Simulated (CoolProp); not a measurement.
Saturation properties of CHF3 (R23) (Tc = 299.3 K, pc = 4.832 MPa, ω = 0.263).

Values from CoolProp's reference Helmholtz-energy equation of state, Penoncello 2003.

| T (K) | p (MPa) | vapour density (kg/m³) | enthalpy of vaporisation (kJ/kg) |
|---|---|---|---|
| 233.5 | 0.7157 | 30.36 | 198.6 |
| 236.1 | 0.7871 | 33.40 | 195.6 |
| 238.7 | 0.8636 | 36.69 | 192.4 |
| 241.3 | 0.9456 | 40.24 | 189.2 |
| 243.9 | 1.033 | 44.09 | 185.8 |
| 246.5 | ___ | 48.26 | 182.4 |
| 249.1 | 1.227 | 52.77 | 178.8 |
| 251.7 | 1.333 | 57.65 | 175.1 |
| 254.3 | 1.446 | 62.95 | 171.2 |
| 256.9 | ___ | ___ | 167.2 |
| 259.5 | 1.694 | 74.95 | 163.0 |

Q: Some entries are withheld; supply them.

A: 
- 246.5, p (MPa): 1.127
- 256.9, p (MPa): 1.566
- 256.9, vapour density (kg/m³): 68.70

It boils at 191.1 K under 1 atm.
